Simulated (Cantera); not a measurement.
A perfectly stirred reactor is fed with NH3 : N2 = 1 : 23 (molar parts), at 180000 Pa; it is held at 2398 K, and followed from long to short residence time.

Detailed kinetics in Cantera: the gas-phase N/H chemistry of the illustrative SiF4/NH3 mechanism in the Surface Chemkin manual (1991). Walls and surfaces, which speed up NH3 decomposition in real reactors, are not modelled.

**Question.** What does this change do: N2 23 to 14 parts?

**Answer.** 
```
quantity                  before     after
----------------------  --------  --------
x(NH3) at τ = 14.0 s     5.15e-6   1.00e-5
x(N) at τ = 14.0 s       1.38e-6   1.38e-6
x(N2H2) at τ = 14.0 s   1.31e-11  2.42e-11
x(N2) at τ = 14.0 s        0.939     0.905
x(NH2) at τ = 14.0 s     8.10e-7   1.26e-6
x(NH3) at τ = 0.140 s    9.78e-5  0.000175
x(N) at τ = 0.140 s      9.87e-6   1.01e-5
x(N2H2) at τ = 0.140 s   1.47e-9   2.68e-9
x(N2) at τ = 0.140 s       0.939     0.905
x(NH2) at τ = 0.140 s    1.11e-5   1.65e-5
```
